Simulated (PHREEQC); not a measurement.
0.02 g of hydrous ferric oxide (600 m²/g; 0.2 weak and 0.005 strong sites per Fe, Dzombak-Morel constants, diffuse double layer) in 1 kg of water with 0.1 mol/kgw of an inert sodium salt and 0.054 mmol/kgw Na2SO4, 0.00024 mmol/kgw ZnCl2 and 4.6e-05 mmol/kgw SrCl2, at 25 °C; the pH is set by adding NaOH or the inert anion's acid. Oxygen alone is held at its pressure in air (log pO2 = -0.68). The system is closed to CO2. Nothing may precipitate in this run.

Base run: PHREEQC, ion-association model, wateq4f.dat. Each further column changes one thing. The table gives Zn sorbed (%).

```tsv
pH	base	no electrostatic term (-no_edl)	background salt from 0.1 to 0.01 mol/kgw	oxide from 0.02 to 0.1 g/kgw
4	0.0	0.0	0.0	0.0
5	0.2	0.2	0.3	0.8
6	8.4	17.7	12.5	31.1
7	79.1	[?]	83.5	[?]
8	99.5	99.6	99.7	99.9
9	100.0	99.6	100.0	100.0
10	99.9	[?]	100.0	100.0
11	99.6	[?]	99.9	99.9
12	82.3	0.0	[?]	[?]
```

**Question.** Fill in the missing entries.

**Answer.** 
- 7, no electrostatic term (-no_edl): 92.6
- 7, oxide from 0.02 to 0.1 g/kgw: 95.6
- 10, no electrostatic term (-no_edl): 85.3
- 11, no electrostatic term (-no_edl): 5.2
- 12, background salt from 0.1 to 0.01 mol/kgw: 97.0
- 12, oxide from 0.02 to 0.1 g/kgw: 96.6
